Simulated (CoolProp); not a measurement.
Isohexane along the isotherm 286.3 K: density (kg/m³) from the reference equation and from simpler models built on Tc = 497.7 K, pc = 30.43 bar, ω = 0.280; each cubic takes its own stable root.

Values from CoolProp's reference Helmholtz-energy equation of state, Lemmon 2006. It is a short technical equation, of lower accuracy than the large ones.

| p (bar) | phase | reference | Redlich-Kwong | Soave-Redlich-Kwong |
|---|---|---|---|---|
| 0.0481 | gas | 0.1748 | 0.1746 | 0.1746 |
| 0.0706 | gas | 0.2570 | 0.2565 | 0.2566 |
| 0.104 | gas | 0.3797 | 0.3785 | 0.3788 |
| 0.152 | gas | 0.5571 | 0.5546 | 0.5552 |
| 0.223 | liquid | 659.3 | 0.8167 | 604.6 |
| 0.328 | liquid | 659.3 | 1.208 | 604.6 |
| 0.481 | liquid | 659.3 | 586.0 | 604.6 |
| 0.706 | liquid | 659.4 | 586.1 | 604.6 |
| 1.04 | liquid | 659.4 | 586.2 | 604.7 |
| 1.52 | liquid | 659.4 | 586.3 | 604.8 |
| 2.23 | liquid | 659.5 | 586.4 | 604.9 |
| 3.28 | liquid | 659.6 | 586.6 | 605.0 |
| 4.81 | liquid | 659.8 | 586.9 | 605.2 |
| 7.06 | liquid | 660.0 | 587.4 | 605.6 |
| 10.4 | liquid | 660.4 | 588.1 | 606.1 |
| 15.2 | liquid | 660.9 | 589.0 | 606.7 |

At some of these states Redlich-Kwong gives the other phase, because its saturation line lies elsewhere.
